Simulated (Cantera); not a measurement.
Low-pressure radical oxidation in H2/O2

A perfectly stirred reactor is fed with H2 : O2 = 0.013 : 1 (molar parts), equivalence ratio 0.0065, at 2670 Pa; it is held at 1000 K, and followed from long to short residence time.

Cantera simulation using the H2/O2 subset of GRI-Mech 3.0, which has no nitrogen chemistry; the numbers are that mechanism's predictions, not measurements. Radical loss at walls, strong at low pressure, is not modelled.

| τ (s) | x H2 | x O2 | x H | x H2O | x O | x H2O2 | x HO2 |
|---|---|---|---|---|---|---|---|
| 0.36 | 0.000294 | 0.986 | 3.45e-5 | 0.0125 | 0.000708 | 7.91e-8 | 2.44e-6 |
| 0.14 | 0.000490 | 0.986 | 8.32e-5 | 0.0122 | 0.00115 | 1.06e-7 | 3.41e-6 |
| 0.056 | 0.000810 | 0.985 | 0.000187 | 0.0118 | 0.00176 | 1.41e-7 | 4.57e-6 |
| 0.022 | 0.00137 | 0.984 | 0.000394 | 0.0110 | 0.00254 | 1.88e-7 | 5.85e-6 |
| 0.0088 | 0.00234 | 0.983 | 0.000713 | 0.00977 | 0.00329 | 2.43e-7 | 6.99e-6 |
| 0.0035 | 0.00408 | 0.983 | 0.00101 | 0.00777 | 0.00358 | 2.96e-7 | 7.72e-6 |
| 0.0014 | 0.00710 | 0.983 | 0.000896 | 0.00480 | 0.00282 | 2.84e-7 | 7.62e-6 |
x: mole fraction; the columns are a selection and need not sum to one.
